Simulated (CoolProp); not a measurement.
CH3F (R41) along the isobar 2.86 MPa: fugacity coefficient from the reference equation and from simpler models built on Tc = 317.3 K, pc = 5.906 MPa, ω = 0.200; each cubic takes its own stable root.

Computed with CoolProp (reference Helmholtz-energy equation of state, Lemmon 2006). It is a short technical equation, of lower accuracy than the large ones.

```csv
T (K),phase,reference
274.7,liquid,0.5863
287.2,gas,0.7429
299.8,gas,0.7789
312.3,gas,0.8075
324.9,gas,0.8313
337.4,gas,0.8511
350,gas,0.8680
362.5,gas,0.8824
375.1,gas,0.8950
```

Q: How far does each simpler model (van der Waals, Soave-Redlich-Kwong, Peng-Robinson) lie from the reference over these 9 states: mean and median of the absolute difference, and the worst?

A: 
- van der Waals: mean 7.9 %, median 4.1 %, worst +35.8 % at 274.7 K and 2.86 MPa
- Soave-Redlich-Kwong: mean 3.1 %, median 2.4 %, worst +6.9 % at 274.7 K and 2.86 MPa
- Peng-Robinson: mean 1.2 %, median 0.6 %, worst +4.1 % at 274.7 K and 2.86 MPa

At some of these states van der Waals gives the other phase, because its saturation line lies elsewhere.
